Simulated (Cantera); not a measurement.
Feed: 1 mol Si, 1 mol HCl, 20 mol H2, at 898.15 K and 1 atm.

Cantera equilibrium calculation (NASA polynomials, part measured and part estimated; ideal gas, pure solids and liquids). Candidate condensed phases: Si; 19 gas species. The tables' values for SiCl3 are old estimates; treat these amounts as uncertain. The numbers say what is thermodynamically allowed, not how fast it happens.

Base state: H2 0.984, SiHCl3 0.00707, SiCl4 0.00576, HCl 0.00223, SiH2Cl2 0.000821, SiCl3 2.86e-5, SiH3Cl 2.32e-5 (mole fractions); condensed: Si(s).

Question: What changes in the equilibrium state with this change: temperature from 898.15 K to 1323 K?

Answer: 
```json
[
 {"species": "H2", "before": "0.984", "after": "0.963"},
 {"species": "HCl", "before": "0.00223", "after": "0.0300"},
 {"species": "SiCl2", "before": "6.86e-6", "after": "0.00255"},
 {"species": "SiHCl3", "before": "0.00707", "after": "0.00179"},
 {"species": "SiCl3", "before": "2.86e-5", "after": "0.000714"},
 {"species": "SiCl4", "before": "0.00576", "after": "0.00109"},
 {"species": "SiH2Cl2", "before": "0.000821", "after": "0.000417"},
 {"species": "SiH3Cl", "before": "2.32e-5", "after": "2.76e-5"},
 {"species": "Si(s), mol", "before": "0.716", "after": "0.862"}
]
```
